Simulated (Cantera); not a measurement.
Charge: 1 mol FeS, 1300 mol H₂, 71 mol N₂, held at 1675 °C and 60.8 Torr.

Cantera equilibrium calculation (NASA polynomials, part measured and part estimated; ideal gas, pure solids and liquids). Candidate condensed phases: Fe, FeS, FeS₂, S; 16 gas species. Equilibrium is a limit: real reactors are often held back by kinetics, nucleation or transport.

Base state: H₂ 0.943, N₂ 0.0516, H 0.00386, Fe 0.000727, H₂S 0.000516, SH 0.000174, S 2.22e-5 (mole fractions); condensed: gas only.

Task: What changes in the equilibrium state with this change: FeS replaced by V₂O₃?

Result: 
```json
[
 {"species": "H₂", "before": "0.943", "after": "0.944"},
 {"species": "N₂", "before": "0.0516", "after": "0.0517"},
 {"species": "H", "before": "0.00386", "after": "0.00386"},
 {"species": "H₂O", "before": "0", "after": "0.000730"},
 {"species": "Fe", "before": "0.000727", "after": "0"},
 {"species": "VO", "before": "0", "after": "1.05e-5"},
 {"species": "H₂S", "before": "0.000516", "after": "0"},
 {"species": "SH", "before": "0.000174", "after": "0"},
 {"species": "S", "before": "2.22e-5", "after": "0"},
 {"species": "VO(s), mol", "before": "0", "after": "1.98"}
]
```
VO: taken at fixed stoichiometry. Further candidate phases: H₂O, V, VN, VO, V₂O₃, V₂O₄, V₂O₅.

Task: What changes in the equilibrium state with this change: pressure from 60.8 Torr to 0.0975 Torr?

Result: 
| species | before | after |
|---|---|---|
| H₂ | 0.943 | 0.857 |
| H | 0.00386 | 0.0918 |
| N₂ | 0.0516 | 0.0493 |
| Fe | 0.000727 | 0.000695 |
| H₂S | 0.000516 | 1.74e-5 |
| S | 2.22e-5 | 0.000511 |
| SH | 0.000174 | 0.000153 |
